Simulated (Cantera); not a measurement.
Equilibrium for roasting and sulfation: FeS2 + O2 + CO2

A closed system holds: 1 mol FeS2, 0.66 mol O2, 0.31 mol CO2, held at 1227 °C.

Cantera equilibrium calculation (NASA polynomials, part measured and part estimated; ideal gas, pure solids and liquids). Candidate condensed phases: C, Fe, Fe(CO)5, FeO, FeS, FeSO4, FeS2, Fe2O3, Fe2(SO4)3, Fe3O4, S; 25 gas species. Metal and sulfide melt together well below either melting point, which pure phases cannot show. Mutual solubility and eutectic melting of coexisting phases are not modelled. The tables' stoichiometric FeO is somewhat more stable than real wüstite, so its field is too wide. FeO, FeS: taken at fixed stoichiometry. Kinetics and transport are ignored.

```
P (Pa)   x SO2   x S2  x CO2    x CO    x S2O     x SO     x COS       x S  n FeO(s)  n FeS(l)
-------  -----  -----  -----  ------  -------  -------  --------  --------  --------  --------
1000     0.412  0.323  0.170  0.0758  0.00435   0.0132  0.000520  0.000231     0.359     0.641
2300     0.465  0.266  0.191  0.0620  0.00491   0.0108  0.000584  0.000138     0.242     0.758
5400     0.512  0.213  0.210  0.0495  0.00541  0.00867  0.000642   8.09e-5     0.142     0.858
13000    0.554  0.168  0.226  0.0388  0.00585  0.00682  0.000691   4.62e-5    0.0593     0.941
29000    0.585  0.134  0.238  0.0308  0.00620  0.00542  0.000732   2.76e-5         0      1.00
68000    0.583  0.134  0.244  0.0255  0.00769  0.00438  0.000931   1.81e-5         0      1.00
160000   0.582  0.134  0.249  0.0210  0.00951  0.00353   0.00118   1.18e-5         0      1.00
370000   0.580  0.134  0.253  0.0173   0.0117  0.00286   0.00147   7.74e-6         0      1.00
860000   0.579  0.133  0.256  0.0142   0.0143  0.00230   0.00183   5.06e-6         0      1.00
2000000  0.577  0.131  0.258  0.0116   0.0175  0.00186   0.00227   3.30e-6         0      1.00
```
x: gas mole fraction; n: condensed amount in mol.

From 10.0 mbar to 0.130 bar the condensed part is FeO(s) + FeS(l). From 0.290 bar to 20.0 bar the condensed part is FeS(l).
